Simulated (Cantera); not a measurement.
An isothermal, constant-pressure homogeneous reactor starts with H2 : O2 : N2 = 0.76 : 1 : 32 (molar parts), at 1248 K and 0.610 bar.

Detailed kinetics in Cantera: GRI-Mech 3.0 (53 species, 325 reactions).

x: mole fraction; the columns are a selection and need not sum to one.

| t (s) | x H2 | x O2 | x HO2 | x H | x NO |
|---|---|---|---|---|---|
| 0.000200 | 0.0225 | 0.0296 | 5.18e-7 | 5.93e-6 | <1e-12 |
| 0.000629 | 0.00153 | 0.0190 | 4.64e-6 | 0.00399 | 1.87e-6 |
| 0.00198 | 0.000205 | 0.0185 | 3.19e-6 | 0.000146 | 2.73e-6 |
| 0.00621 | 1.65e-5 | 0.0186 | 7.85e-7 | 3.01e-6 | 2.73e-6 |
| 0.0195 | [?] | 0.0186 | [?] | [?] | 2.72e-6 |
| 0.0614 | 2.95e-7 | 0.0186 | 2.49e-8 | 1.13e-8 | 2.72e-6 |
| 0.193 | 7.11e-8 | 0.0186 | 6.57e-9 | 1.49e-9 | 2.73e-6 |
| 0.607 | 2.18e-8 | 0.0186 | 2.46e-9 | 2.67e-10 | 2.73e-6 |
| 1.91 | [?] | 0.0186 | 1.64e-9 | 7.94e-11 | 2.73e-6 |
| 6.00 | 7.31e-9 | 0.0186 | 1.54e-9 | 5.27e-11 | 2.73e-6 |

**Question.** Fill in the missing entries.

**Answer.** 
- 0.0195, x H2: 1.74e-6
- 0.0195, x HO2: 1.23e-7
- 0.0195, x H: 1.29e-7
- 1.91, x H2: 9.57e-9
